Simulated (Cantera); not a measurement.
Input: 1 mol AlCl₃, a varied amount of NH₃, 140 mol H₂, at 1323.15 K and 10.0 mbar.

Method: chemical equilibrium by Gibbs-energy minimisation in Cantera with the NASA 1993 tables (ideal gas, pure condensed phases). Candidate condensed phases: Al, AlCl₃, AlN, NH₄Cl; 20 gas species. The tables' values for AlCl₂ are old estimates; treat these amounts as uncertain. Kinetics and transport are ignored.

x: gas mole fraction; n: condensed amount in mol.

| n(NH₃) (mol) | x H₂ | x HCl | x N₂ | x AlCl₃ | x AlCl | x AlCl₂ | x H | n AlN(s) |
|---|---|---|---|---|---|---|---|---|
| 0.28 | 0.984 | 0.0105 | 5.88e-5 | ? | 0.00217 | 0.000567 | 1.58e-5 | 0.263 |
| 0.85 | 0.982 | 0.0145 | 0.000865 | ? | 0.000785 | 0.000285 | 1.57e-5 | 0.603 |
| 1.4 | 0.980 | 0.0159 | 0.00242 | ? | 0.000514 | 0.000204 | 1.57e-5 | 0.703 |
| 2 | 0.977 | 0.0165 | 0.00430 | ? | 0.000402 | 0.000166 | 1.57e-5 | 0.752 |
| 2.6 | 0.975 | 0.0169 | 0.00622 | ? | 0.000341 | 0.000144 | 1.57e-5 | 0.782 |
| 3.1 | 0.974 | 0.0170 | 0.00781 | ? | 0.000307 | 0.000131 | 1.57e-5 | 0.799 |
| 3.7 | 0.972 | 0.0171 | 0.00972 | ? | 0.000278 | 0.000119 | 1.57e-5 | 0.815 |

Some entries are withheld; supply them.


- 0.28, x AlCl₃: 0.00245
- 0.85, x AlCl₃: 0.00171
- 1.4, x AlCl₃: 0.00135
- 2, x AlCl₃: 0.00114
- 2.6, x AlCl₃: 0.00101
- 3.1, x AlCl₃: 0.000928
- 3.7, x AlCl₃: 0.000852
